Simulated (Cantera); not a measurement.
Charge: 1 mol SiCl₄, 0.9 mol NH₃, 18 mol N₂, equilibrated at 10.0 Torr.

Equilibrium computed with Cantera from the NASA thermochemical tables; the gas is ideal and each condensed phase is pure. Candidate condensed phases: NH₄Cl, Si, Si₃N₄; 28 gas species. The tables' values for SiCl₃ are old estimates; treat these amounts as uncertain. The numbers say what is thermodynamically allowed, not how fast it happens.

Question: At 1002 °C, list the 4 most abundant gas species with their mole fractions, and the condensed phases.

Answer: N₂ 0.862, HCl 0.101, SiCl₄ 0.0197, H₂ 0.0135. Condensed: Si₃N₄(s).
